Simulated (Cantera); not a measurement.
What does this Cantera script print?

```python
import numpy as np
import cantera as ct

gas = ct.Solution("h2o2.yaml")
gas.TPX = 448, 100000, {'H2': 1, 'O2': 0.333, 'N2': 1.33}
flame = ct.FreeFlame(gas, width=0.04)
flame.set_refine_criteria(ratio=3, slope=0.08, curve=0.16)
flame.transport_model = "mixture-averaged"
flame.solve(loglevel=0, auto=True)
z, T = flame.grid, flame.T
thick = (T[-1] - T[0]) / np.gradient(T, z).max()
show = ['H2', 'O2', 'H2O', 'HO2', 'H2O2', 'OH']
print(f"laminar burning velocity  {flame.velocity[0] * 100:.3f} cm/s")
print(f"burnt temperature         {T[-1]:.1f} K")
print(f"thermal thickness         {thick * 1e3:.4f} mm")
print(f"grid points               {len(z)}")
z0 = z[flame.heat_release_rate.argmax()]
print(f"{'z/mm':>9s}{'T/K':>9s}{'u/(m/s)':>9s}" + "".join(f"{s:>11s}" for s in show))
rows = []
for k in (-3, -2, -1.5, -1, -0.5, -0.25, 0, 0.25, 0.5, 1, 2, 4, 8):
    zz = z0 + k * thick
    rows.append([k * thick, np.interp(zz, z, T), np.interp(zz, z, flame.velocity),
                 *(np.interp(zz, z, flame.X[gas.species_index(s)]) for s in show)])
    print(f"{rows[-1][0] * 1e3:9.3f}{rows[-1][1]:9.1f}{rows[-1][2]:9.3f}" + "".join(f"{x:11.3e}" for x in rows[-1][3:]))
```

Output:

```
laminar burning velocity  531.420 cm/s
burnt temperature         2302.4 K
thermal thickness         0.4027 mm
grid points               118
     z/mm      T/K  u/(m/s)         H2         O2        H2O        HO2       H2O2         OH
   -1.208    448.0    5.314  3.755e-01  1.250e-01  3.024e-13  1.342e-13  1.320e-15  1.284e-16
   -0.805    448.0    5.314  3.755e-01  1.250e-01  1.941e-11  1.009e-11  8.857e-14  7.885e-15
   -0.604    448.0    5.314  3.755e-01  1.250e-01  8.271e-10  5.241e-10  4.830e-12  2.971e-13
   -0.403    448.0    5.314  3.755e-01  1.251e-01  1.150e-07  1.027e-07  1.009e-09  5.454e-11
   -0.201    465.4    5.489  3.713e-01  1.255e-01  4.674e-04  2.037e-04  6.445e-06  3.489e-05
   -0.101    739.3    8.480  3.343e-01  1.190e-01  2.228e-02  2.226e-04  4.071e-05  9.557e-04
    0.000   1188.8   13.215  2.349e-01  8.198e-02  1.050e-01  8.113e-05  4.109e-06  2.504e-03
    0.101   1488.6   16.368  1.431e-01  2.743e-02  2.066e-01  2.516e-05  2.017e-06  5.970e-03
    0.201   1625.2   17.756  1.172e-01  9.105e-03  2.419e-01  7.948e-06  1.314e-06  7.624e-03
    0.403   1757.3   19.041  1.161e-01  4.101e-03  2.535e-01  3.334e-06  7.717e-07  8.735e-03
    0.805   1891.3   20.301  1.217e-01  2.741e-03  2.596e-01  2.072e-06  4.094e-07  8.969e-03
    1.611   2019.2   21.467  1.269e-01  1.650e-03  2.662e-01  1.221e-06  2.128e-07  8.235e-03
    3.221   2127.3   22.425  1.311e-01  8.461e-04  2.726e-01  6.532e-07  1.125e-07  6.692e-03
```

Computed with Cantera and the H2/O2 subset of GRI-Mech 3.0, which has no nitrogen chemistry. Burning velocities carry a grid error of a few per cent, more on coarse grids.
